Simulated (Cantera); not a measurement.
Input: 1 mol Si, 1.7 mol Cl2, 7.4 mol H2, equilibrated at 1600000 Pa.

Method: chemical equilibrium by Gibbs-energy minimisation in Cantera with the NASA 1993 tables (ideal gas, pure condensed phases). Candidate condensed phases: Si; 19 gas species. Gases not in the tables: Si2H6 and higher silanes. Equilibrium is a limit: real reactors are often held back by kinetics, nucleation or transport.

Q: What share of the Si ends up in condensed phases as a function of T (K), at 500, 700, 900, 1100, 1300, 1500, 1700?

A: 
```json
[
 {"T (K)": "500", "Si condensed (%)": "0.0", "as": "-"},
 {"T (K)": "700", "Si condensed (%)": "0.0", "as": "-"},
 {"T (K)": "900", "Si condensed (%)": "0.0", "as": "-"},
 {"T (K)": "1100", "Si condensed (%)": "0.1", "as": "Si(s)"},
 {"T (K)": "1300", "Si condensed (%)": "4.0", "as": "Si(s)"},
 {"T (K)": "1500", "Si condensed (%)": "6.9", "as": "Si(s)"},
 {"T (K)": "1700", "Si condensed (%)": "4.8", "as": "Si(l)"}
]
```
